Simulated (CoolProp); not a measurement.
Isobutene along the isobar 14.4 bar: fugacity coefficient from the reference equation and from simpler models built on Tc = 418.1 K, pc = 40.16 bar, ω = 0.193; each cubic takes its own stable root.

Model: reference Helmholtz-energy equation of state, Lemmon 2005, in CoolProp. It is a short technical equation, of lower accuracy than the large ones.

```json
[
 {"T (K)": "157", "phase": "liquid", "reference": "2.702e-5", "van der Waals": "0.009502", "Redlich-Kwong": "4.626e-5", "Peng-Robinson": "3.416e-5"},
 {"T (K)": "168.3", "phase": "liquid", "reference": "0.0001077", "van der Waals": "0.01706", "Redlich-Kwong": "0.0001919", "Peng-Robinson": "0.0001282"},
 {"T (K)": "179.7", "phase": "liquid", "reference": "0.0003554", "van der Waals": "0.02853", "Redlich-Kwong": "0.0006415", "Peng-Robinson": "0.0004041"},
 {"T (K)": "191", "phase": "liquid", "reference": "0.0009874", "van der Waals": "0.04464", "Redlich-Kwong": "0.001773", "Peng-Robinson": "0.001085"},
 {"T (K)": "202.3", "phase": "liquid", "reference": "0.002403", "van der Waals": "0.06634", "Redlich-Kwong": "0.004242", "Peng-Robinson": "0.002573"},
 {"T (K)": "213.7", "phase": "liquid", "reference": "0.005274", "van der Waals": "0.09468", "Redlich-Kwong": "0.009077", "Peng-Robinson": "0.005536"},
 {"T (K)": "225", "phase": "liquid", "reference": "0.01048", "van der Waals": "0.1298", "Redlich-Kwong": "0.01750", "Peng-Robinson": "0.01084"},
 {"T (K)": "236.4", "phase": "liquid", "reference": "0.01934", "van der Waals": "0.1728", "Redlich-Kwong": "0.03124", "Peng-Robinson": "0.01981"},
 {"T (K)": "247.7", "phase": "liquid", "reference": "0.03322", "van der Waals": "0.2233", "Redlich-Kwong": "0.05181", "Peng-Robinson": "0.03376"},
 {"T (K)": "259.1", "phase": "liquid", "reference": "0.05408", "van der Waals": "0.2823", "Redlich-Kwong": "0.08138", "Peng-Robinson": "0.05469"},
 {"T (K)": "270.4", "phase": "liquid", "reference": "0.08340", "van der Waals": "0.3487", "Redlich-Kwong": "0.1211", "Peng-Robinson": "0.08405"},
 {"T (K)": "281.7", "phase": "liquid", "reference": "0.1232", "van der Waals": "0.4228", "Redlich-Kwong": "0.1727", "Peng-Robinson": "0.1238"},
 {"T (K)": "293.1", "phase": "liquid", "reference": "0.1756", "van der Waals": "0.5050", "Redlich-Kwong": "0.2378", "Peng-Robinson": "0.1763"}
]
```
